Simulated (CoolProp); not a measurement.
Vapour pressure (MPa) of water: the reference equation beside estimates from Tc = 373.9 °C, pc = 22.06 MPa, ω = 0.344. Clausius-Clapeyron is anchored at 243.15 °C with a constant enthalpy of vaporisation of 31.53 kJ/mol.

Model: reference Helmholtz-energy equation of state, Wagner 2002, in CoolProp.

```json
[
 {"T (°C)": "208.15", "reference": "1.838", "Lee-Kesler": "1.863", "Clausius-Clapeyron": "2.073", "van der Waals": "5.985", "Soave-Redlich-Kwong": "1.864", "Peng-Robinson": "(withheld)"},
 {"T (°C)": "216.85", "reference": "2.183", "Lee-Kesler": "2.219", "Clausius-Clapeyron": "2.384", "van der Waals": "6.528", "Soave-Redlich-Kwong": "2.221", "Peng-Robinson": "2.199"},
 {"T (°C)": "225.65", "reference": "(withheld)", "Lee-Kesler": "2.627", "Clausius-Clapeyron": "2.733", "van der Waals": "7.107", "Soave-Redlich-Kwong": "2.633", "Peng-Robinson": "2.604"},
 {"T (°C)": "234.35", "reference": "3.027", "Lee-Kesler": "3.085", "Clausius-Clapeyron": "3.113", "van der Waals": "7.711", "Soave-Redlich-Kwong": "(withheld)", "Peng-Robinson": "3.058"},
 {"T (°C)": "243.15", "reference": "3.536", "Lee-Kesler": "3.606", "Clausius-Clapeyron": "3.536", "van der Waals": "8.355", "Soave-Redlich-Kwong": "3.622", "Peng-Robinson": "3.577"},
 {"T (°C)": "251.95", "reference": "4.109", "Lee-Kesler": "4.190", "Clausius-Clapeyron": "3.999", "van der Waals": "9.031", "Soave-Redlich-Kwong": "4.215", "Peng-Robinson": "4.160"},
 {"T (°C)": "260.65", "reference": "4.742", "Lee-Kesler": "4.834", "Clausius-Clapeyron": "4.499", "van der Waals": "9.733", "Soave-Redlich-Kwong": "4.871", "Peng-Robinson": "4.805"},
 {"T (°C)": "269.45", "reference": "(withheld)", "Lee-Kesler": "(withheld)", "Clausius-Clapeyron": "5.048", "van der Waals": "10.48", "Soave-Redlich-Kwong": "5.608", "Peng-Robinson": "5.533"}
]
```

Complete the blanks.


- 208.15, Peng-Robinson: 1.848
- 225.65, reference: 2.581
- 234.35, Soave-Redlich-Kwong: 3.095
- 269.45, reference: 5.456
- 269.45, Lee-Kesler: 5.558

Absolute difference from the reference over all 8 rows, mean and median: Lee-Kesler 1.8 and 1.9 %, Clausius-Clapeyron 5.8 and 5.5 %, van der Waals 151.0 and 145.5 %, Soave-Redlich-Kwong 2.2 and 2.3 %, Peng-Robinson 1.0 and 1.1 %.
